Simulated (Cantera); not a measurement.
Feed: 1 mol SiH2Cl2, a varied amount of H2, 0.52 mol Cl2, held at 923 K and 1.00 Torr.

Equilibrium computed with Cantera from the NASA thermochemical tables; the gas is ideal and each condensed phase is pure. Candidate condensed phases: Si; 19 gas species. Kinetics and transport are ignored.

What share of the Si ends up in condensed phases as a function of n(H2) (mol), at 7.5, 11, 16, 23, 33, 49, 71, 100, 150, 220, 310, 460, 660?


```csv
n(H2) (mol),Si condensed (%),as
7.5,27.4,Si(s)
11,28.9,Si(s)
16,30.9,Si(s)
23,33.5,Si(s)
33,36.8,Si(s)
49,41.5,Si(s)
71,47.1,Si(s)
100,53.5,Si(s)
150,62.4,Si(s)
220,71.8,Si(s)
310,80.2,Si(s)
460,88.3,Si(s)
660,93.4,Si(s)
```
